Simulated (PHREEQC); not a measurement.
Make-up at 21 °C: 170 mmol/kgw NaHSO4, 0.42 mmol/kgw NaF and 5.2 mmol/kgw NaCl. Closed to the air; pH follows from the charge balance.

Model: ion-association model, phreeqc.dat, run in PHREEQC.

| quantity | before | after |
|---|---|---|
| pH | 1.26 | 1.26 |
| ionic strength (mol/kgw) | 0.292 | 0.292 |
| Na+ (mol/kgw) | 0.164 | 0.164 |
| HF2- (mol/kgw) | 1.27e-8 | 2.87e-8 |
| SI of Halite (NaCl) | -4.93 | -4.93 |

**Question.** Name the change that produced these shifts.
A. 0.0063 mol/kgw KBr added
B. NaHSO4 left out
C. 0.0063 mol/kgw HBr added
D. NaF from 0.00042 to 0.00063 mol/kgw

**Answer.** D, NaF from 0.00042 to 0.00063 mol/kgw

Precipitation was switched off in this run.
